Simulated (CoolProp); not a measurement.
Saturation properties of ethylene.

Model: reference Helmholtz-energy equation of state, Smukala 2000, in CoolProp.

```json
[
 {"T (°C)": "-97.05", "p (MPa)": "0.1480", "liquid density (kg/m³)": "…", "liquid cp (kJ/(kg K))": "2.431"},
 {"T (°C)": "-90.85", "p (MPa)": "0.2044", "liquid density (kg/m³)": "548.8", "liquid cp (kJ/(kg K))": "2.448"},
 {"T (°C)": "-84.65", "p (MPa)": "0.2757", "liquid density (kg/m³)": "539.4", "liquid cp (kJ/(kg K))": "2.471"},
 {"T (°C)": "-78.45", "p (MPa)": "0.3642", "liquid density (kg/m³)": "529.7", "liquid cp (kJ/(kg K))": "2.499"},
 {"T (°C)": "-72.25", "p (MPa)": "0.4725", "liquid density (kg/m³)": "519.8", "liquid cp (kJ/(kg K))": "2.534"},
 {"T (°C)": "-66.05", "p (MPa)": "0.6030", "liquid density (kg/m³)": "509.5", "liquid cp (kJ/(kg K))": "2.577"},
 {"T (°C)": "-59.85", "p (MPa)": "0.7581", "liquid density (kg/m³)": "498.8", "liquid cp (kJ/(kg K))": "2.630"},
 {"T (°C)": "-53.55", "p (MPa)": "0.9438", "liquid density (kg/m³)": "487.4", "liquid cp (kJ/(kg K))": "2.696"},
 {"T (°C)": "-47.35", "p (MPa)": "…", "liquid density (kg/m³)": "475.7", "liquid cp (kJ/(kg K))": "2.775"},
 {"T (°C)": "-41.15", "p (MPa)": "1.403", "liquid density (kg/m³)": "463.3", "liquid cp (kJ/(kg K))": "2.874"},
 {"T (°C)": "-34.95", "p (MPa)": "…", "liquid density (kg/m³)": "450.1", "liquid cp (kJ/(kg K))": "3.000"}
]
```

Q: Complete the blanks.

A: 
- -97.05, liquid density (kg/m³): 557.9
- -47.35, p (MPa): 1.157
- -34.95, p (MPa): 1.684

It boils at -103.8 °C under 1 atm.
